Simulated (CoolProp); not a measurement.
The fluid at 475.29 K and 1.34 MPa is throttled through a valve to 0.0986 MPa with no heat exchange. The same conditions are run with several fluids, on thermodynamics alone (safety and materials aside).

The numbers come from the reference Helmholtz-energy equation of state of each fluid (nitrous oxide: Lemmon 2006; ammonia: Gao 2020; R404A: Lemmon 2003; R125: Lemmon 2005; ethanol: Schroeder 2014) in CoolProp. Blends and air are pseudo-pure fits.

Problem. Rank nitrous oxide, ammonia, R404A, R125, ethanol by temperature change (K), highest first.

Solution. R125 (-4.5), nitrous oxide (-4.8), R404A (-5.4), ammonia (-8.2), ethanol (-20.4)

| fluid | final density (kg/m³) |
|---|---|
| nitrous oxide | 1.11 |
| ammonia | 0.433 |
| R404A | 2.47 |
| R125 | 3.03 |
| ethanol | 1.21 |
